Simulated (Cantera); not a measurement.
## Equilibrium for chlorosilane synthesis and conversion: Si + HCl + H2 + Cl2

Input: 1 mol Si, 1.1 mol HCl, 7.6 mol H2, 1.4 mol Cl2.

Equilibrium computed with Cantera from the NASA thermochemical tables; the gas is ideal and each condensed phase is pure. Candidate condensed phases: Si; 19 gas species. The tables' values for SiCl3 are old estimates. Rates play no part.

### Question
Map the stable condensed phases over T = 500, 600, 700, 800, 900, 1000, 1100, 1200, 1300, 1400, 1500, 1600, 1700 K and P in Pa = 10000, 23000, 51000, 120000, 260000, 590000, 1300000, 3000000.

### Answer
```
T in K \ P in Pa
           10000   23000   51000  120000  260000  590000 1300000 3000000
   1700        A       A       A       A       A       A       A       A
   1600        A       A       A       A       A       A       A       A
   1500        A       A       A       A       A       A       A       A
   1400        A       A       A       A       A       A       A       A
   1300        B       B       B       B       A       A       A       A
   1200        B       B       B       A       A       A       A       A
   1100        B       B       A       A       A       A       A       A
   1000        A       A       A       A       A       A       A       A
    900        A       A       A       A       A       A       A       A
    800        A       A       A       A       A       A       A       A
    700        A       A       A       A       A       A       A       A
    600        A       A       A       A       A       A       A       A
    500        A       A       A       A       A       A       A       A
```
A: gas only; B: Si.
